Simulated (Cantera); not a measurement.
A closed system holds: 1 mol PbF2, 1.4 mol H2, at 1752 °C.

Equilibrium computed with Cantera from the NASA thermochemical tables; the gas is ideal and each condensed phase is pure. Candidate condensed phases: Pb, PbF2; 16 gas species. Equilibrium is a limit: real reactors are often held back by kinetics, nucleation or transport.

### Question
At 1000 Pa, list the 4 most abundant gas species with their mole fractions, and the condensed phases.

### Answer
HF 0.585, Pb 0.292, H2 0.115, H 0.00652. Condensed: gas only.
